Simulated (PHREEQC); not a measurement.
Make-up at 25 °C: 0.0081 mol/kgw Cu(BF4)2 and 0.00035 mol/kgw HNO3. Closed to the air; pH follows from the charge balance.

Model: ion-association model, phreeqc.dat, run in PHREEQC.

No solid was allowed to form.

Q: Order these F species by the share of F that they hold, largest first: BF2(OH)2-, HF, F-, BF4-, BF3OH-.

A: BF4- (83 %), HF (6.6 %), BF3OH- (5.3 %), F- (3.6 %), BF2(OH)2- (1.1 %)

The pH is 2.84 and the ionic strength 0.0256 mol/kgw. Real BF4- forms and hydrolyses slowly; the run takes it at equilibrium.
